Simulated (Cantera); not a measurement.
What does this Cantera script print?

```python
import numpy as np
import cantera as ct

gas_names = """
    N NO NO2 NO3 N2 N2O O O2 O3 Pb PbO Pb2
""".split()
cond_names = """
    Pb(cr) Pb(L) PbO(rd) PbO(yw) PbO(L) PbO2(s) Pb3O4(s)
""".split()


# ... load() reads the species with a 1 bar reference pressure and builds the phases ...
atoms = {
    'PbO': {'Pb': 1, 'O': 1},
    'N2': {'N': 2},
}
top_T = {'Pb3O4(s)': 820}  # K; cautious upper limits of use, not melting points


# ... equilibrate(T, P, feed) seeds the gas with the atoms and calls Mixture.equilibrate('TP', solver="vcs", rtol=1e-11, max_steps=5000) ...
results = []
feed = {'PbO': 1, 'N2': 29}  # mol
T = 1098  # K
P = 100000  # Pa
mix = equilibrate(T, P, feed)
results.append((T, P, feed, dict(zip(mix.species_names, mix.species_moles))))
print(gas.report(threshold=1e-06))
for i in range(1, mix.n_phases):
    print(f"{mix.phase(i).name:16s} {mix.phase_moles(i):12.5e} mol")
```

It prints:

```
       temperature   1098 K
          pressure   1e+05 Pa
           density   0.30687 kg/m^3
  mean mol. weight   28.015 kg/kmol
   phase of matter   gas

                          1 kg             1 kmol
                     ---------------   ---------------
          enthalpy        8.8139e+05        2.4693e+07  J
   internal energy        5.5553e+05        1.5563e+07  J
           entropy            8254.6        2.3126e+05  J/K
    Gibbs function       -8.1821e+06       -2.2923e+08  J
 heat capacity c_p            1184.1             33173  J/K
 heat capacity c_v            887.32             24859  J/K

                      mass frac. Y      mole frac. X     chem. pot. / RT
                     ---------------   ---------------   ---------------
                N2           0.99994           0.99999           -25.109
                Pb        7.8061e-06        1.0555e-06           -14.911
               PbO        4.6723e-05        5.8646e-06           -35.622
     [   +9 minor]        6.7221e-07        5.9718e-07

Pb(L)             0.00000e+00 mol
PbO(yw)           9.99799e-01 mol
PbO2(s)           0.00000e+00 mol
```

These are equilibrium values from Cantera (NASA tables, ideal gas, pure condensed phases), not measurements of a reactor.
